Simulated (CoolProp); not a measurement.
Properties of n-nonane at several states (Tc = 594.5 K, pc = 2282 kPa, ω = 0.443).

The numbers come from the reference Helmholtz-energy equation of state, Lemmon 2006 in CoolProp. It is a short technical equation, of lower accuracy than the large ones.

| T (K) | p (kPa) | phase | density (kg/m³) | speed of sound (m/s) | Joule-Thomson coefficient (K/MPa) |
|---|---|---|---|---|---|
| 537.8 | 200 | gas | 6.015 | ? | ? |
| 436.1 | 8370 | liquid | 614.6 | ? | ? |
| 277 | 5190 | liquid | ? | ? | ? |
| 590.3 | 38.1 | gas | 1.002 | 196.8 | 8.034 |
| 462.7 | 12 | gas | 0.4019 | 174.9 | 18.72 |

Fill in the missing entries.


- 537.8, speed of sound (m/s): 180.7
- 537.8, Joule-Thomson coefficient (K/MPa): 11.81
- 436.1, speed of sound (m/s): 807.2
- 436.1, Joule-Thomson coefficient (K/MPa): -0.2489
- 277, density (kg/m³): 734.5
- 277, speed of sound (m/s): 1320
- 277, Joule-Thomson coefficient (K/MPa): -0.4549
